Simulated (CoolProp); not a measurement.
Properties of cyclopentane at several states (Tc = 238.6 °C, pc = 45.83 bar, ω = 0.202).

Model: reference Helmholtz-energy equation of state, Gedanitz 2015, in CoolProp.

| T (°C) | p (bar) | phase | Z | cp (kJ/(kg K)) | cv (kJ/(kg K)) | speed of sound (m/s) | isothermal compressibility (1/MPa) | conductivity (mW/(m K)) |
|---|---|---|---|---|---|---|---|---|
| -25.05 | 77.3 | liquid | [?] | 1.587 | [?] | 1513 | 0.0007959 | 149 |
| 199.15 | 57.5 | liquid | 0.1922 | [?] | [?] | 457.5 | 0.01254 | 76.5 |
| -33.05 | 0.119 | liquid | [?] | [?] | [?] | [?] | 0.0007980 | 150 |
| 136.15 | 0.103 | gas | 0.9984 | 1.738 | 1.619 | 227.9 | 97.25 | 23.1 |

Fill in the missing entries.


- -25.05, Z: 0.3314
- -25.05, cv (kJ/(kg K)): 1.098
- 199.15, cp (kJ/(kg K)): 2.859
- 199.15, cv (kJ/(kg K)): 2.038
- -33.05, Z: 0.0005257
- -33.05, cp (kJ/(kg K)): 1.567
- -33.05, cv (kJ/(kg K)): 1.070
- -33.05, speed of sound (m/s): 1519

Thermal conductivity comes from a separate model (Vassiliou 2015).
